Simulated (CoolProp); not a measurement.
Properties of isobutane at several states (Tc = 134.7 °C, pc = 36.29 bar, ω = 0.184).

Model: reference Helmholtz-energy equation of state, Bücker 2006, in CoolProp.

```json
[
 {"T (°C)": "-149.55", "p (bar)": "0.675", "phase": "liquid", "speed of sound (m/s)": "[?]", "isothermal compressibility (1/MPa)": "[?]", "expansivity (1/kK)": "1.291"},
 {"T (°C)": "99.55", "p (bar)": "0.216", "phase": "gas", "speed of sound (m/s)": "[?]", "isothermal compressibility (1/MPa)": "46.42", "expansivity (1/kK)": "2.706"},
 {"T (°C)": "240.95", "p (bar)": "13.6", "phase": "gas", "speed of sound (m/s)": "264.7", "isothermal compressibility (1/MPa)": "0.7823", "expansivity (1/kK)": "2.405"},
 {"T (°C)": "184.85", "p (bar)": "0.852", "phase": "gas", "speed of sound (m/s)": "262.7", "isothermal compressibility (1/MPa)": "11.80", "expansivity (1/kK)": "2.224"},
 {"T (°C)": "175.55", "p (bar)": "5.26", "phase": "gas", "speed of sound (m/s)": "[?]", "isothermal compressibility (1/MPa)": "1.975", "expansivity (1/kK)": "2.521"}
]
```

Question: Complete the blanks.

Answer: 
- -149.55, speed of sound (m/s): 1915
- -149.55, isothermal compressibility (1/MPa): 0.0005367
- 99.55, speed of sound (m/s): 239.0
- 175.55, speed of sound (m/s): 253.1
